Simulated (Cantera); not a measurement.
Cantera run, input and output.

```python
import numpy as np
import cantera as ct

gas = ct.Solution("gri30.yaml")
gas.TPX = 1400, 180000, {'CO': 0.016, 'O2': 0.0071, 'H2O': 0.013, 'N2': 1}
reactor = ct.IdealGasConstPressureReactor(gas, energy="off", clone=False)
net = ct.ReactorNet([reactor])
net.rtol, net.atol = 1e-08, 1e-18
show = ['CO', 'O2', 'H2O', 'H2', 'O', 'H', 'OH']
times = np.geomspace(0.0003, 200, 10)

steps = ct.SolutionArray(gas, extra=["t"])
rows = []
print(f"{'t/s':>10s}{'T/K':>9s}{'P/Pa':>11s}" + "".join(f"{s:>11s}" for s in show))
for t in times:
    while net.time < t:
        t_next = net.step()
        steps.append(gas.state, t=t_next)
    rows.append([np.interp(t, steps.t, y) for y in (steps.T, steps.P, *steps(*show).X.T)])
    print(f"{t:10.3e}{rows[-1][0]:9.1f}{rows[-1][1]:11.4g}" + "".join(f"{x:11.3e}" for x in rows[-1][2:]))
rate = np.gradient(steps.T, steps.t)
print("integrator steps:", len(steps.t))
if steps.T.max() > steps.T[0] + 200:
    print(f"time of steepest temperature rise: {steps.t[rate.argmax()]:.4e} s")
gas.TPX = 1400, 180000, {'CO': 0.016, 'O2': 0.0071, 'H2O': 0.013, 'N2': 1}
gas.equilibrate("TP")
print(f"equilibrium (TP): T = {gas.T:.1f} K  " + "  ".join(f"{s} {gas[s].X[0]:.3e}" for s in show))
```

Output:

```
       t/s      T/K       P/Pa         CO         O2        H2O         H2          O          H         OH
 3.000e-04   1400.0    1.8e+05  1.544e-02  6.852e-03  1.255e-02  2.269e-07  4.861e-07  2.910e-07  3.023e-07
 1.331e-03   1400.0    1.8e+05  6.668e-03  2.880e-03  1.102e-02  8.440e-04  4.346e-04  1.149e-03  2.905e-04
 5.906e-03   1400.0    1.8e+05  1.733e-03  2.949e-04  1.191e-02  5.786e-04  2.647e-05  1.930e-04  7.957e-05
 2.621e-02   1400.0    1.8e+05  1.290e-03  2.024e-05  1.211e-02  4.946e-04  1.314e-06  3.737e-05  1.819e-05
 1.163e-01   1400.0    1.8e+05  1.260e-03  6.199e-07  1.214e-02  4.927e-04  2.892e-08  5.611e-06  2.746e-06
 5.160e-01   1400.0    1.8e+05  1.259e-03  2.176e-08  1.214e-02  4.930e-04  7.190e-10  8.908e-07  4.358e-07
 2.289e+00   1400.0    1.8e+05  1.259e-03  1.014e-09  1.214e-02  4.930e-04  3.245e-11  1.891e-07  9.250e-08
 1.016e+01   1400.0    1.8e+05  1.259e-03  9.785e-11  1.214e-02  4.930e-04  7.748e-12  9.199e-08  4.500e-08
 4.507e+01   1400.0    1.8e+05  1.259e-03  8.450e-11  1.214e-02  4.929e-04  7.213e-12  8.880e-08  4.345e-08
 2.000e+02   1400.0    1.8e+05  1.258e-03  7.745e-11  1.214e-02  4.927e-04  6.597e-12  8.509e-08  4.166e-08
integrator steps: 2285
equilibrium (TP): T = 1400.0 K  CO 1.257e-03  O2 6.996e-11  H2O 1.214e-02  H2 4.921e-04  O 5.938e-12  H 8.097e-08  OH 3.969e-08
```

Computed with Cantera and GRI-Mech 3.0 (53 species, 325 reactions).
